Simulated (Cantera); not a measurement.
## Metals in furnace atmospheres: Fe + O2 + CO

Charge: 1 mol Fe, 0.023 mol O2, 3.6 mol CO, at 100 Torr.

Equilibrium computed with Cantera from the NASA thermochemical tables; the gas is ideal and each condensed phase is pure. Candidate condensed phases: C, Fe, Fe(CO)5, FeO, Fe2O3, Fe3O4; 15 gas species. The numbers say what is thermodynamically allowed, not how fast it happens.

```tsv
T (K)	x CO	x CO2	x Fe	x FeO	x O	n Fe(γ)	n Fe(δ)
1250	0.987	0.0128	1.86e-9	<1e-12	<1e-12	1.00	0
1300	0.987	0.0128	8.19e-9	<1e-12	<1e-12	1.00	0
1350	0.987	0.0128	3.22e-8	1.60e-12	<1e-12	1.00	0
1400	0.987	0.0128	1.15e-7	8.12e-12	<1e-12	1.00	0
1450	0.987	0.0128	3.74e-7	3.68e-11	<1e-12	1.000	0
1500	0.987	0.0128	1.13e-6	1.50e-10	1.93e-12	1.000	0
1550	0.987	0.0128	3.14e-6	5.59e-10	7.68e-12	1.000	0
1600	0.987	0.0128	8.22e-6	1.91e-9	2.81e-11	1.000	0
1650	0.987	0.0128	2.03e-5	6.04e-9	9.48e-11	1.000	0
1700	0.987	0.0128	4.72e-5	1.78e-8	2.98e-10	0	1.000
1750	0.987	0.0128	0.000105	4.91e-8	8.77e-10	0	1.000
1800	0.987	0.0128	0.000221	1.28e-7	2.43e-9	0	0.999
```
x: gas mole fraction; n: condensed amount in mol.

From 1250 K to 1650 K the condensed part is Fe(γ). From 1700 K to 1800 K the condensed part is Fe(δ).
